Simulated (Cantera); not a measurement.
A Cantera script and what it prints.

```python
import numpy as np
import cantera as ct

gas_names = """
    Electron N N+ N- N2 N2+ N2- Si Si+ SiN Si2 Si2N Si3
""".split()
cond_names = """
    Si(cr) Si(L) Si3N4(a)
""".split()


# ... load() reads the species with a 1 bar reference pressure and builds the phases ...
atoms = {
    'Si3N4': {'Si': 3, 'N': 4},
    'Si': {'Si': 1},
    'N2': {'N': 2},
}
top_T = {'Si3N4(a)': 2400}  # K; cautious upper limits of use, not melting points


# ... equilibrate(T, P, feed) seeds the gas with the atoms and calls Mixture.equilibrate('TP', solver="vcs", rtol=1e-11, max_steps=5000) ...
results = []
feed = {'Si3N4': 1, 'Si': 0.0025, 'N2': 0.7}  # mol
P = 13332.2  # Pa
for T in [3000, 3500, 4000, 4500, 5000]:
    mix = equilibrate(T, P, feed)
    results.append((T, P, feed, dict(zip(mix.species_names, mix.species_moles))))

top = {s: max(r[3][s] / sum(r[3][g] for g in gas_names) for r in results) for s in gas_names}
cols = sorted((s for s in top if top[s] > 0.0001), key=lambda s: -top[s])[:9]
seen = [c for c in cond_names if any(r[3].get(c, 0) > 1e-12 for r in results)]
print("log10 of partial pressures in bar; condensed amounts in mol")
print(f"{'T/K':>10s}" + "".join(f"{s[:9]:>10s}" for s in cols + seen))
for T, P, feed, n in results:
    ng = sum(n[g] for g in gas_names)
    print(f"{T:10.4g}" + "".join(f"{np.log10(max(n[s] / ng * P / 1e5, 1e-99)):10.3f}" for s in cols)
          + "".join(f"{n.get(c, 0):10.4g}" for c in seen))
```

Result:

```
log10 of partial pressures in bar; condensed amounts in mol
       T/K        Si        N2         N       Si2       SiN       Si+  Electron      Si2N       Si3
      3000    -1.182    -1.193    -5.453    -2.702    -3.046    -6.279    -6.279    -3.434    -3.745
      3500    -1.160    -1.200    -4.255    -3.440    -3.218    -5.209    -5.209    -4.646    -5.477
      4000    -1.158    -1.203    -3.352    -4.025    -3.356    -4.404    -4.404    -5.583    -6.819
      4500    -1.161    -1.212    -2.652    -4.493    -3.471    -3.775    -3.775    -6.328    -7.880
      5000    -1.173    -1.244    -2.102    -4.889    -3.584    -3.271    -3.271    -6.958    -8.758
```

Cantera equilibrium calculation (NASA polynomials, part measured and part estimated; ideal gas, pure solids and liquids). The tables' values for SiN are old estimates; treat these amounts as uncertain.
